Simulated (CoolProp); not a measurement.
Properties of benzene along the isobar 21.3 MPa (Tc = 562.0 K, pc = 4.906 MPa, ω = 0.211).

Model: reference Helmholtz-energy equation of state, Thol 2012, in CoolProp.

```tsv
T (K)	phase	speed of sound (m/s)	conductivity (mW/(m K))	Prandtl number
535.9	liquid	624.0	93.9	2.81
542.3	liquid	608.3	92.8	2.77
548.8	liquid	592.7	91.7	2.73
555.2	liquid	577.6	90.7	2.68
561.7	liquid	562.5	89.7	2.64
568.1	supercritical	548.0	88.8	2.60
574.6	supercritical	533.5	87.9	2.56
581	supercritical	519.7	87.0	2.52
587.5	supercritical	506.0	86.2	2.48
593.9	supercritical	492.9	85.4	2.45
600.4	supercritical	479.9	84.7	2.41
```

Viscosity comes from a separate model (Avgeri 2014). Thermal conductivity comes from a separate model (Assael 2012).
